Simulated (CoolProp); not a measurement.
50 sccm (0 °C, 1 atm) of nitrogen bubbles through liquid n-nonane at 351.6 K and leaves saturated at a total pressure of 0.15 MPa (ideal gas phase). Each further row changes one setting.

Values from CoolProp's reference Helmholtz-energy equation of state, Lemmon 2006. It is a short technical equation, of lower accuracy than the large ones.

```tsv
case	vapour pressure (kPa)	mole fraction of vapour	delivery (mg/min)	delivery (sccm)	change of delivery for a bath 1 K warmer (%)
as stated	9.10	0.0606	18.5	3.23	4.6
bath temperature 356.6 K	11.2	0.0745	23.0	4.03	4.5
total pressure 0.3 MPa	9.10	0.0303	8.95	1.56	4.4
```
